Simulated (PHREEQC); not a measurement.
1.2 g of hydrous ferric oxide (600 m²/g; 0.2 weak and 0.005 strong sites per Fe, Dzombak-Morel constants, diffuse double layer) in 1 kg of water with 0.1 mol/kgw of an inert sodium salt and 0.003 mmol/kgw NaF, at 25 °C; the pH is set by adding NaOH or the inert anion's acid. Oxygen alone is held at its pressure in air (log pO2 = -0.68). The system is closed to CO2. No solid was allowed to form.

The numbers come from PHREEQC with the ion-association model, wateq4f.dat.

```csv
pH,F sorbed (%),surface charge σ (C/m²),surface potential ψ (mV)
4,93.6,0.321,146
4.67,91.6,0.253,…
5.33,85.6,0.177,116
6,…,…,93
6.67,48.0,0.063,67
7.33,22.6,…,…
8,7.6,…,5
8.67,2.2,-0.020,-27
9.33,0.7,-0.051,-57
10,0.2,-0.094,-85
10.67,0.1,-0.154,-109
11.33,0.0,-0.229,-129
12,0.0,-0.307,-141
```

### Question
Some entries are withheld; supply them.

### Answer

- 4.67, surface potential ψ (mV): 134
- 6, F sorbed (%): 71.9
- 6, surface charge σ (C/m²): 0.111
- 7.33, surface charge σ (C/m²): 0.029
- 7.33, surface potential ψ (mV): 37
- 8, surface charge σ (C/m²): 0.004
